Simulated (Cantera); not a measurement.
Charge: 1 mol TiO2, 2.1 mol C, 0.32 mol CO, 1 mol CH4, at 1700 K and 1.00 bar.

These are equilibrium values from Cantera (NASA tables, ideal gas, pure condensed phases), not measurements of a reactor. Candidate condensed phases: C, C6H6, C7H8, C8H18, H2O, Ti, TiC, TiO, TiO2, Ti2O3, Ti3O5, Ti4O7; 113 gas species. TiC: taken at fixed stoichiometry. Kinetics and transport are ignored.

Base state: CO 0.537, H2 0.462, CH4 0.000234, H2O 0.000120, H 0.000100, CO2 4.07e-5, C2H2 (acetylene) 3.39e-5 (mole fractions); condensed: C(graphite) + TiC(s).

Q: What changes in the equilibrium state with this change: temperature from 1700 K to 1475 K?

A: 
```tsv
species	before	after
H2	0.462	0.752
CO	0.537	0.246
CH4	0.000234	0.00164
H	0.000100	1.12e-5
C2H2 (acetylene)	3.39e-5	5.01e-6
H2O	0.000120	0.000382
CO2	4.07e-5	5.04e-5
C(graphite), mol	0.0994	2.76
TiC(s), mol	1.00	0
Ti3O5(s), mol	0	0.333
```
